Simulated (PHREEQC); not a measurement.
# Acid mine or pickling water: an equilibrium model

A made-up water analysis in mmol/kgw, 53 °C, pH 2.14:

```
constituent  mmol/kgw
-----------  --------
Na                119
K               0.271
Ca               3.04
Mg               10.6
Cl               29.5
S(6)             67.5
```

Valence states are taken as typed.

All values are PHREEQC results (Pitzer model, pitzer.dat), not measurements.

This is a speciation only: nothing precipitates in the calculation.

Predict the ionic strength.

ionic strength 0.210 mol/kgw.

In which forms is S present?

SO4-2 69 %, HSO4- 31 % of the S.

At this temperature some constants are extrapolated from 25 °C, and those without enthalpy data are left unchanged.
